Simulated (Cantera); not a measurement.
Input: 1 mol SiH4, 1.1 mol N2.

Equilibrium computed with Cantera from the NASA thermochemical tables; the gas is ideal and each condensed phase is pure. Candidate condensed phases: Si, Si3N4; 18 gas species. N2 is the only nitrogen source here; it is nearly inert below about 1500 K, so the nitride shown seldom forms there in practice. Mutual solubility and eutectic melting of coexisting phases are not modelled. Rates play no part.

**Question.** What condenses at these points (T in °C, P in Pa): (1277, 13); (1277, 36); (1027, 37000); (1277, 5); (1227, 13)?

**Answer.** 
| T (°C) | P in Pa | condensed phases | Si condensed (%) |
|---|---|---|---|
| 1277 | 13 | Si | 99.9 |
| 1277 | 36 | Si + Si3N4 | 100.0 |
| 1027 | 37000 | Si3N4 | 100.0 |
| 1277 | 5 | Si | 99.8 |
| 1227 | 13 | Si | 100.0 |
